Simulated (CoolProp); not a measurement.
The fluid at 234.33 K and 2.09 MPa is throttled through a valve to 0.572 MPa with no heat exchange. The same conditions are run with several fluids, on thermodynamics alone (safety and materials aside).

Model: reference Helmholtz-energy equation of state of each fluid (R1233zd(E): Akasaka 2022; R407C: Lemmon 2003; n-butane: Bücker 2006; R141b: Lemmon 2006; nitrous oxide: Lemmon 2006), in CoolProp. Blends and air are pseudo-pure fits.

| fluid | temperature change (K) | final phase | final density (kg/m³) |
|---|---|---|---|
| R1233zd(E) | +0.7 | liquid | ___ |
| R407C | +0.4 | liquid | ___ |
| n-butane | +0.7 | liquid | ___ |
| R141b | +0.7 | liquid | ___ |
| nitrous oxide | ___ | two-phase, vapour fraction 0.080 | ___ |

**Question.** Complete the blanks.

**Answer.** 
- R1233zd(E), final density (kg/m³): 1410
- R407C, final density (kg/m³): 1370
- n-butane, final density (kg/m³): 641
- R141b, final density (kg/m³): 1350
- nitrous oxide, temperature change (K): -14.3
- nitrous oxide, final density (kg/m³): 164
